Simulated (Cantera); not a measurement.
A freely propagating, adiabatic, planar premixed flame of 36.8 % H₂, 13.1 % O₂, 50.1 % N₂, equivalence ratio 1.4, unburnt at 400 K and 0.138 atm; mixture-averaged transport, grid criteria slope 0.08 and curve 0.16, no radiation.

Detailed kinetics in Cantera: the H2/O2 subset of GRI-Mech 3.0, which has no nitrogen chemistry. Burning velocities carry a grid error of a few per cent, more on coarse grids.

x: mole fraction of selected species; z is measured from the peak of heat release.

```json
[
 {"z (mm)": "-15.7", "T (K)": "400", "u (m/s)": "3.57", "x H₂": "0.368", "x O₂": "0.131", "x H": "<1e-8", "x O": "<1e-8", "x H₂O₂": "<1e-8", "x OH": "<1e-8"},
 {"z (mm)": "-10.5", "T (K)": "400", "u (m/s)": "3.57", "x H₂": "0.368", "x O₂": "0.131", "x H": "<1e-8", "x O": "<1e-8", "x H₂O₂": "<1e-8", "x OH": "<1e-8"},
 {"z (mm)": "-7.87", "T (K)": "400", "u (m/s)": "3.57", "x H₂": "0.368", "x O₂": "0.131", "x H": "<1e-8", "x O": "<1e-8", "x H₂O₂": "<1e-8", "x OH": "<1e-8"},
 {"z (mm)": "-5.25", "T (K)": "400", "u (m/s)": "3.57", "x H₂": "0.368", "x O₂": "0.131", "x H": "<1e-8", "x O": "<1e-8", "x H₂O₂": "<1e-8", "x OH": "<1e-8"},
 {"z (mm)": "-2.62", "T (K)": "405", "u (m/s)": "3.61", "x H₂": "0.367", "x O₂": "0.131", "x H": "3.56e-5", "x O": "1.69e-6", "x H₂O₂": "1.80e-6", "x OH": "1.52e-5"},
 {"z (mm)": "-1.31", "T (K)": "617", "u (m/s)": "5.39", "x H₂": "0.337", "x O₂": "0.126", "x H": "0.00837", "x O": "0.000139", "x H₂O₂": "1.10e-5", "x OH": "0.000559"},
 {"z (mm)": "0", "T (K)": "(withheld)", "u (m/s)": "9.09", "x H₂": "(withheld)", "x O₂": "(withheld)", "x H": "(withheld)", "x O": "(withheld)", "x H₂O₂": "(withheld)", "x OH": "(withheld)"},
 {"z (mm)": "1.31", "T (K)": "1346", "u (m/s)": "11.3", "x H₂": "0.0961", "x O₂": "0.0181", "x H": "0.108", "x O": "0.00802", "x H₂O₂": "5.22e-7", "x OH": "0.00560"},
 {"z (mm)": "2.62", "T (K)": "1454", "u (m/s)": "12.1", "x H₂": "0.0887", "x O₂": "(withheld)", "x H": "0.103", "x O": "0.00744", "x H₂O₂": "(withheld)", "x OH": "(withheld)"},
 {"z (mm)": "5.25", "T (K)": "1576", "u (m/s)": "13.0", "x H₂": "0.0940", "x O₂": "0.00848", "x H": "0.0889", "x O": "0.00690", "x H₂O₂": "3.30e-7", "x OH": "0.00868"},
 {"z (mm)": "10.5", "T (K)": "1714", "u (m/s)": "14.0", "x H₂": "0.0999", "x O₂": "0.00682", "x H": "0.0731", "x O": "0.00588", "x H₂O₂": "1.91e-7", "x OH": "0.0101"},
 {"z (mm)": "21.0", "T (K)": "1857", "u (m/s)": "15.0", "x H₂": "0.105", "x O₂": "0.00501", "x H": "0.0572", "x O": "0.00450", "x H₂O₂": "9.91e-8", "x OH": "0.0108"},
 {"z (mm)": "42.0", "T (K)": "1994", "u (m/s)": "15.9", "x H₂": "0.109", "x O₂": "0.00329", "x H": "0.0424", "x O": "0.00302", "x H₂O₂": "5.15e-8", "x OH": "0.0105"}
]
```

**Question.** What belongs in the gaps?

**Answer.** 
- 0, T (K): 1074
- 0, x H₂: 0.199
- 0, x O₂: 0.0789
- 0, x H: 0.0702
- 0, x O: 0.00537
- 0, x H₂O₂: 4.58e-7
- 0, x OH: 0.00229
- 2.62, x O₂: 0.0103
- 2.62, x H₂O₂: 4.58e-7
- 2.62, x OH: 0.00709
